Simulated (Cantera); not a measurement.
Cantera run:

```python
import numpy as np
import cantera as ct

gas_names = """
    CL CL2 H HCL H2 N NH NH2 NH3 N2 N2H2 N2H4 Si SiCL SiCL2 SiCL3 SiCL4 SiH SiHCL3 SiH2 SiH2CL2 SiH3
    SiH3CL SiH4 SiN Si2 Si2N Si3
""".split()
cond_names = """
    NH4CL(a) NH4CL(b) Si(cr) Si(L) Si3N4(a)
""".split()


# ... load() reads the species with a 1 bar reference pressure and builds the phases ...
atoms = {
    'SiH2Cl2': {'Si': 1, 'H': 2, 'CL': 2},
    'N2': {'N': 2},
    'H2': {'H': 2},
    'NH3': {'N': 1, 'H': 3},
}
top_T = {'Si3N4(a)': 2400}  # K; cautious upper limits of use, not melting points


# ... equilibrate(T, P, feed) seeds the gas with the atoms and calls Mixture.equilibrate('TP', solver="vcs", rtol=1e-11, max_steps=5000) ...
results = []
feed = {'SiH2Cl2': 1, 'N2': 42, 'H2': 0.34, 'NH3': 0.0018}  # mol
P = 16000  # Pa
for T in [1325, 1350, 1375, 1400, 1425, 1450, 1475, 1500, 1525, 1550, 1575, 1600, 1625]:
    mix = equilibrate(T, P, feed)
    results.append((T, P, feed, dict(zip(mix.species_names, mix.species_moles))))

top = {s: max(r[3][s] / sum(r[3][g] for g in gas_names) for r in results) for s in gas_names}
cols = sorted((s for s in top if top[s] > 1e-06), key=lambda s: -top[s])[:5]
seen = [c for c in cond_names if any(r[3].get(c, 0) > 1e-12 for r in results)]
print("log10 of partial pressures in bar; condensed amounts in mol")
print(f"{'T/K':>10s}" + "".join(f"{s[:9]:>10s}" for s in cols + seen))
for T, P, feed, n in results:
    ng = sum(n[g] for g in gas_names)
    print(f"{T:10.4g}" + "".join(f"{np.log10(max(n[s] / ng * P / 1e5, 1e-99)):10.3f}" for s in cols)
          + "".join(f"{n.get(c, 0):10.4g}" for c in seen))
```

Result:

```
log10 of partial pressures in bar; condensed amounts in mol
       T/K        N2       HCL        H2     SiCL2     SiCL4  Si3N4(a)
      1325    -0.819    -2.198    -2.757    -4.671    -3.670     0.309
      1350    -0.819    -2.198    -2.757    -4.480    -3.694    0.3083
      1375    -0.819    -2.199    -2.755    -4.299    -3.722    0.3071
      1400    -0.819    -2.201    -2.752    -4.127    -3.755    0.3052
      1425    -0.819    -2.204    -2.748    -3.966    -3.796    0.3026
      1450    -0.819    -2.207    -2.741    -3.816    -3.845     0.299
      1475    -0.819    -2.213    -2.733    -3.677    -3.903    0.2945
      1500    -0.819    -2.220    -2.721    -3.549    -3.973    0.2887
      1525    -0.819    -2.229    -2.708    -3.432    -4.055    0.2818
      1550    -0.819    -2.241    -2.692    -3.328    -4.149    0.2737
      1575    -0.819    -2.254    -2.674    -3.234    -4.255    0.2646
      1600    -0.819    -2.270    -2.655    -3.150    -4.373    0.2545
      1625    -0.819    -2.287    -2.635    -3.076    -4.500    0.2438
```

These are equilibrium values from Cantera (NASA tables, ideal gas, pure condensed phases), not measurements of a reactor. The tables' values for SiCl3 are old estimates; treat these amounts as uncertain.
